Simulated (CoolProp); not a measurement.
Saturation properties of nitrous oxide (Tc = 309.5 K, pc = 72.45 bar, ω = 0.161).

Values from CoolProp's reference Helmholtz-energy equation of state, Lemmon 2006. It is a short technical equation, of lower accuracy than the large ones.

```tsv
T (K)	p (bar)	vapour density (kg/m³)	liquid cp (kJ/(kg K))	surface tension (mN/m)
243.3	13.24	34.22	1.905	11.1
251.4	17.05	44.26	1.969	9.46
259.5	21.61	56.72	2.052	7.90
267.6	27.00	72.25	2.167	6.38
275.7	33.31	91.87	2.332	4.93
283.8	40.64	117.2	2.594	3.55
291.9	49.11	151.5	3.083	2.25
300	58.87	202.9	4.367	1.07
```

It boils at 184.7 K under 1 atm.

Surface tension comes from a separate correlation (Mulero 2012).
